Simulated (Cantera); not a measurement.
An isothermal, constant-pressure homogeneous reactor starts with 10.2 % C2H4, 89.8 % H2, at 1523 K and 1.00 bar.

Detailed kinetics in Cantera: GRI-Mech 3.0 (53 species, 325 reactions). GRI-Mech 3.0 was tuned for natural gas; its chemistry of ethylene as a main component is partial and can be far from experiment. GRI-Mech 3.0 stops at C3 and has no aromatics, soot or wall deposition, so with more carbon than oxygen in the feed, carbon stays in small species such as C2H2 where larger ones or solid carbon would form.

One state of this run: x C2H4 = 0.0103; x H2 = 0.864; x C2H6 = 4.88e-5; x CH4 = 0.0711; x CH2 = 1.08e-9. x: mole fraction; the columns are a selection and need not sum to one.

Which value of t (s) does it belong to?
A) 0.000484
B) 0.0969
C) 2.00
D) 0.440

D, 0.440
